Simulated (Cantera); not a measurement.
A Cantera script and what it prints.

```python
import numpy as np
import cantera as ct

gas_names = [...]  # 45 gases of nasa_gas.yaml made of Al, Cl, H, N, O
cond_names = """
    AL(cr) AL(L) ALCL3(s) ALCL3(L) ALN(s) AL2O3(a) AL2O3(L) H2O(s) H2O(L) NH4CL(a) NH4CL(b)
""".split()


# ... load() reads the species with a 1 bar reference pressure and builds the phases ...
atoms = {
    'Al': {'AL': 1},
    'H2O': {'H': 2, 'O': 1},
    'N2': {'N': 2},
    'HCl': {'H': 1, 'CL': 1},
}
top_T = {'ALN(s)': 2750}  # K; cautious upper limits of use, not melting points


# ... equilibrate(T, P, feed) seeds the gas with the atoms and calls Mixture.equilibrate('TP', solver="vcs", rtol=1e-11, max_steps=5000) ...
results = []
feed = {'Al': 1, 'H2O': 1, 'N2': 15, 'HCl': 1.1}  # mol
P = 133.322  # Pa
for T in [1198, 1298, 1398, 1498, 1598, 1698, 1798, 1898, 1998, 2098]:
    mix = equilibrate(T, P, feed)
    results.append((T, P, feed, dict(zip(mix.species_names, mix.species_moles))))

top = {s: max(r[3][s] / sum(r[3][g] for g in gas_names) for r in results) for s in gas_names}
cols = sorted((s for s in top if top[s] > 1e-06), key=lambda s: -top[s])[:5]
seen = [c for c in cond_names if any(r[3].get(c, 0) > 1e-12 for r in results)]
print("log10 of partial pressures in bar; condensed amounts in mol")
print(f"{'T/K':>10s}" + "".join(f"{s[:9]:>10s}" for s in cols + seen))
for T, P, feed, n in results:
    ng = sum(n[g] for g in gas_names)
    print(f"{T:10.4g}" + "".join(f"{np.log10(max(n[s] / ng * P / 1e5, 1e-99)):10.3f}" for s in cols)
          + "".join(f"{n.get(c, 0):10.4g}" for c in seen))
```

It prints:

```
log10 of partial pressures in bar; condensed amounts in mol
       T/K        N2        H2       HCL         H      ALCL    ALN(s)  AL2O3(a)
      1198    -2.929    -3.982    -4.451    -8.712    -7.248    0.1152    0.3333
      1298    -2.930    -3.979    -4.468    -7.960    -6.085    0.1002    0.3333
      1398    -2.931    -3.976    -4.508    -7.313    -5.117   0.02118    0.3333
      1498    -2.933    -4.001    -4.385    -6.765    -4.827         0    0.3333
      1598    -2.935    -4.024    -4.298    -6.286    -4.703         0    0.3333
      1698    -2.936    -4.037    -4.263    -5.858    -4.645         0    0.3332
      1798    -2.937    -4.045    -4.255    -5.476    -4.620         0     0.333
      1898    -2.938    -4.054    -4.265    -5.134    -4.608         0    0.3324
      1998    -2.940    -4.069    -4.290    -4.829    -4.603         0    0.3309
      2098    -2.943    -4.095    -4.338    -4.559    -4.601         0    0.3278
```

Method: chemical equilibrium by Gibbs-energy minimisation in Cantera with the NASA 1993 tables (ideal gas, pure condensed phases). Mutual solubility and eutectic melting of coexisting phases are not modelled. The tables' values for AlCl2, AlOH are old estimates; treat these amounts as uncertain. Condensed phases not in the tables: aluminium oxynitride.
